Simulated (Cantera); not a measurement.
**Premixed flame**

A freely propagating, adiabatic, planar premixed flame of 8.79 % CH4, 0.378 % H2, 18.3 % O2, 68.9 % N2, 3.61 % H2O, equivalence ratio 0.97, unburnt at 450 K and 1.58 atm; mixture-averaged transport, grid criteria slope 0.08 and curve 0.16, no radiation.

Computed with Cantera and GRI-Mech 3.0 (53 species, 325 reactions). Burning velocities carry a grid error of a few per cent, more on coarse grids.

| z (mm) | T (K) | u (m/s) | x CH4 | x H2 | x O2 | x C2H6 | x NO | x OH |
|---|---|---|---|---|---|---|---|---|
| -0.899 | 450 | 0.560 | 0.0879 | 0.00432 | 0.183 | 1.13e-8 | <1e-8 | <1e-8 |
| -0.599 | 452 | 0.563 | 0.0876 | 0.00543 | 0.182 | 2.84e-7 | <1e-8 | <1e-8 |
| -0.449 | 461 | 0.574 | 0.0869 | 0.00687 | 0.182 | 2.45e-6 | 1.26e-8 | <1e-8 |
| -0.300 | 525 | 0.657 | 0.0828 | 0.00976 | 0.177 | 3.46e-5 | 1.28e-7 | 1.98e-7 |
| -0.150 | 925 | 1.17 | 0.0587 | 0.0145 | 0.144 | 0.000511 | 2.08e-6 | 1.73e-5 |
| -0.0749 | 1339 | 1.71 | 0.0323 | 0.0169 | 0.104 | 0.000775 | 5.22e-6 | 0.000191 |
| 0 | 1730 | 2.22 | 0.00707 | 0.0167 | 0.0573 | 9.19e-5 | 1.02e-5 | 0.00195 |
| 0.0749 | 1890 | 2.42 | 0.000367 | 0.0128 | 0.0319 | 2.35e-7 | 1.63e-5 | 0.00588 |
| 0.150 | 1946 | 2.48 | 8.97e-6 | 0.0110 | 0.0240 | <1e-8 | 2.01e-5 | 0.00749 |
| 0.300 | 2013 | 2.55 | 1.22e-8 | 0.00993 | 0.0195 | <1e-8 | 2.43e-5 | 0.00768 |
| 0.599 | 2088 | 2.63 | <1e-8 | 0.00817 | 0.0161 | <1e-8 | 3.00e-5 | 0.00692 |
| 1.20 | 2156 | 2.71 | <1e-8 | 0.00601 | 0.0131 | <1e-8 | 3.87e-5 | 0.00573 |
| 2.40 | 2204 | 2.76 | <1e-8 | 0.00425 | 0.0108 | <1e-8 | 5.14e-5 | 0.00459 |
x: mole fraction of selected species; z is measured from the peak of heat release.

```
Property                      Value
------------------------  ---------
laminar burning velocity  55.9 cm/s
thermal thickness          0.300 mm
peak x(C2H6)               0.000809
peak x(OH)                  0.00774
grid points                     144
```
